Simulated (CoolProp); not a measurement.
A simple Rankine cycle with R1336mzz(Z): condensing at 302.15 K, boiler at 0.75 MPa, turbine inlet 380.7 K, turbine efficiency 0.75, pump efficiency 0.6, no recuperator. Each further row changes one setting.

Values from CoolProp's reference Helmholtz-energy equation of state, McLinden 2020.

```json
[
 {"case": "as stated", "thermal efficiency (%)": "11.3", "net work (kJ/kg)": "25.7", "heat in (kJ/kg)": "227", "turbine exit temperature (K)": "340.1", "volume ratio over the turbine": "9.39"},
 {"case": "turbine inlet 400.7 K", "thermal efficiency (%)": "11.2", "net work (kJ/kg)": "27.9", "heat in (kJ/kg)": "249", "turbine exit temperature (K)": "361.4", "volume ratio over the turbine": "9.08"},
 {"case": "condensing temperature 294.15 K", "thermal efficiency (%)": "12.5", "net work (kJ/kg)": "29.5", "heat in (kJ/kg)": "237", "turbine exit temperature (K)": "335.4", "volume ratio over the turbine": "12.8"},
 {"case": "boiler pressure 0.525 MPa", "thermal efficiency (%)": "9.7", "net work (kJ/kg)": "22.6", "heat in (kJ/kg)": "232", "turbine exit temperature (K)": "348.9", "volume ratio over the turbine": "6.25"},
 {"case": "turbine efficiency 0.65", "thermal efficiency (%)": "9.8", "net work (kJ/kg)": "22.2", "heat in (kJ/kg)": "227", "turbine exit temperature (K)": "343.8", "volume ratio over the turbine": "9.51"}
]
```
